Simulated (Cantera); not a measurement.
A perfectly stirred reactor is fed with 3.41 % C₂H₄, 8.53 % O₂, 66.6 % N₂, 21.5 % H₂O, equivalence ratio 1.2, at 0.930 bar; it is adiabatic with a 350 K inlet, and is followed from long to short residence time, starting on the burning branch (τ in s: 0.39, 0.17, 0.072, 0.031, 0.013, 0.0057, 0.0024, 0.001, 0.00045, 0.00019, 8.2e-05, 3.5e-05, 1.5e-05).

Model: GRI-Mech 3.0 (53 species, 325 reactions), integrated in Cantera. GRI-Mech 3.0 was tuned for natural gas; its chemistry of ethylene as a main component is partial and can be far from experiment.

Task: Predict: blow-out, bracketed by the residence times tried; x(C₂H₄) at τ = 0.390 s; x(O₂) at τ = 0.390 s; x(H₂O) at τ = 0.390 s; x(CH₂) at τ = 0.390 s; x(CH₂CO) at τ = 0.390 s; x(C₂H₄) at τ = 2.40 ms; x(O₂) at τ = 2.40 ms; x(H₂O) at τ = 2.40 ms.

Result: 
- blow-out, bracketed by the residence times tried: burning at 31.0 ms, out at 13.0 ms
- x(C₂H₄) at τ = 0.390 s: 0.000222
- x(O₂) at τ = 0.390 s: 0.00138
- x(H₂O) at τ = 0.390 s: 0.262
- x(CH₂) at τ = 0.390 s: 5.32e-8
- x(CH₂CO) at τ = 0.390 s: 3.44e-5
- x(C₂H₄) at τ = 2.40 ms: 0.0341
- x(O₂) at τ = 2.40 ms: 0.0853
- x(H₂O) at τ = 2.40 ms: 0.215
